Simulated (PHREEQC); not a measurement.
Dissolve 0.009 mol/kgw NH4HSO4 at 70 °C. Closed to the air; pH follows from the charge balance.

Computed with PHREEQC (ion-association model, phreeqc.dat).

This is a speciation only: nothing precipitates in the calculation.

Q: What pH, ionic strength, specific conductance does the model give?

A: pH 2.36; ionic strength 0.0183 mol/kgw; specific conductance 6510 µS/cm.

Q: In which forms is S present?

A: SO4-2 52 %, HSO4- 45 %, NH4SO4- 3.3 % of the S.

Species that the database lacks are ignored. Constants without temperature data keep their 25 °C values here.
